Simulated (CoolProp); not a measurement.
20 sccm (0 °C, 1 atm) of nitrogen bubbles through liquid water at 347 K and leaves saturated at a total pressure of 0.15 MPa (ideal gas phase). Each further row changes one setting.

Computed with CoolProp (reference Helmholtz-energy equation of state, Wagner 2002).

```csv
case,vapour pressure (kPa),mole fraction of vapour,delivery (mg/min),delivery (sccm),change of delivery for a bath 1 K warmer (%)
as stated,36.8,0.245,5.22,6.50,5.8
bath temperature 352 K,45.2,0.302,6.94,8.64,6.1
total pressure 0.3 MPa,36.8,0.123,2.25,2.79,4.9
```
